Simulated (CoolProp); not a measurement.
A single-stage vapour-compression cycle with n-hexane: evaporating at 297.15 K (dew point), condensing at 338.15 K (bubble point), superheat 5 K, subcooling 0 K, compressor efficiency 0.9, no pressure losses. Each further row changes one setting.

Values from CoolProp's reference Helmholtz-energy equation of state, Thol 2019.

```tsv
case	cooling COP	pressure ratio	discharge temperature (K)	refrigerating effect (kJ/kg)	volumetric capacity (kJ/m³)
as stated	5.51	4.66	338.2	278	187
evaporating temperature 302.15 K	6.53	3.76	338.2	287	235
condensing temperature 333.15 K	6.44	3.96	333.2	291	195
subcooling 5 K	5.75	4.66	338.2	291	195
superheat 15 K	5.63	4.66	343.5	296	192
compressor efficiency 0.8	4.90	4.66	338.2	278	187
```

The compression ends wet for: as stated; evaporating temperature 302.15 K; condensing temperature 333.15 K; subcooling 5 K; compressor efficiency 0.8.
